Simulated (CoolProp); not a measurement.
Saturated liquid density (kg/m³) of m-xylene: the reference equation beside estimates from Tc = 616.9 K, pc = 3535 kPa, ω = 0.326.

Model: reference Helmholtz-energy equation of state, Zhou 2012, in CoolProp.

```tsv
T (K)	reference	Redlich-Kwong	Peng-Robinson
464.4	700.0	569.2	683.4
471.5	691.8	560.7	674.2
478.7	683.3	551.9	664.5
485.9	674.6	542.8	654.3
493.1	665.7	533.4	643.7
500.3	656.4	523.6	632.7
507.5	646.9	513.6	621.1
514.7	637.0	503.2	609.0
521.9	626.7	492.4	596.2
```

Absolute difference from the reference over all 9 rows, mean and median: Redlich-Kwong 19.9 and 19.9 %, Peng-Robinson 3.4 and 3.3 %.
